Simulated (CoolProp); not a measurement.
Vapour-liquid equilibrium of R134a (1) + R142b (2) at 0.0963 MPa; x and y are mole fractions of (1).

Computed with CoolProp (multi-fluid Helmholtz-energy mixture model, Tillner-Roth 1994 and Lemmon 2006; pair parameters Bell 2016).

```tsv
x	bubble temperature, mixture model (°C)	bubble temperature, Raoult's law (°C)	y, mixture model	y, Raoult's law
0.05	-12.1	-11.6	0.111	0.098
0.2	?	-15.0	?	0.341
0.35	-19.4	-17.9	?	0.528
0.5	-21.9	-20.5	0.674	0.676
0.65	-23.9	-22.7	0.781	0.795
0.8	-25.4	-24.8	0.875	0.893
0.95	-26.8	-26.6	0.968	0.976
```

Task: Complete the blanks.

Result: 
- 0.2, bubble temperature, mixture model (°C): -16.3
- 0.2, y, mixture model: 0.366
- 0.35, y, mixture model: 0.542

The largest gap from Raoult's law is -1.5 K in bubble temperature, at x = 0.35. No azeotrope shows between x = 0.05 and 0.95.

Pair parameters are fitted to limited data, so mixtures are less certain than the pure fluids.
